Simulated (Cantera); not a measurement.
Low-pressure radical oxidation in H2/O2

An isothermal, constant-pressure homogeneous reactor starts with 28.9 % H2, 68.9 % O2, 2.20 % H2O, at 1398 K and 0.0132 atm.

Computed with Cantera and GRI-Mech 3.0 (53 species, 325 reactions). Radical loss at walls, strong at low pressure, is not modelled. The temperature is held fixed by assumption; the heat of reaction is taken as removed at once.

```
t (s)         x H2   x O2      x OH   x H2O    x H2O2       x H
--------  --------  -----  --------  ------  --------  --------
2.00e-6      0.289  0.689  3.10e-10  0.0220    <1e-12   8.78e-9
1.00e-5      0.289  0.689   5.99e-9  0.0220  2.44e-11   4.14e-8
5.02e-5      0.289  0.689   1.04e-7  0.0220  6.01e-10   3.10e-7
0.000252     0.289  0.689   5.84e-5  0.0223   1.41e-8  0.000153
0.00126     0.0206  0.529    0.0222   0.233   3.05e-7    0.0981
0.00632     0.0168  0.557    0.0206   0.269   3.49e-7    0.0646
0.0317     0.00432  0.618    0.0110   0.344   3.05e-7   0.00688
0.159     0.000178  0.635   0.00225   0.362   6.77e-8   5.53e-5
0.796      1.24e-5  0.636  0.000598   0.364   1.27e-8   1.03e-6
3.99       2.20e-6  0.636  0.000252   0.364   4.13e-9   7.69e-8
20.0       1.74e-6  0.636  0.000224   0.364   3.70e-9   5.45e-8
```
x: mole fraction; the columns are a selection and need not sum to one.

Equilibrium at this temperature and pressure: H2 1.74e-6, O2 0.636, OH 0.000224, H2O 0.364, H2O2 3.70e-9, H 5.45e-8 (gas phase only).
